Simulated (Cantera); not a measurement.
Ignition delay

Mixture: 7.45 % CH4, 11.5 % O2, 72.2 % N2, 8.94 % H2O, at 7.50 atm, adiabatic and at constant volume. Ignition delay is the time to a rise of 400 K.

Cantera simulation using GRI-Mech 3.0 (53 species, 325 reactions); the numbers are that mechanism's predictions, not measurements.

```json
[
 {"T0 (K)": "1025", "delay (ms)": "121"},
 {"T0 (K)": "1125", "delay (ms)": "29.5"},
 {"T0 (K)": "1225", "delay (ms)": "8.87"},
 {"T0 (K)": "1325", "delay (ms)": "2.98"},
 {"T0 (K)": "1425", "delay (ms)": "1.06"},
 {"T0 (K)": "1525", "delay (ms)": "0.383"},
 {"T0 (K)": "1625", "delay (ms)": "0.144"}
]
```

The apparent activation energy between 1425 and 1625 K is 190 kJ/mol.
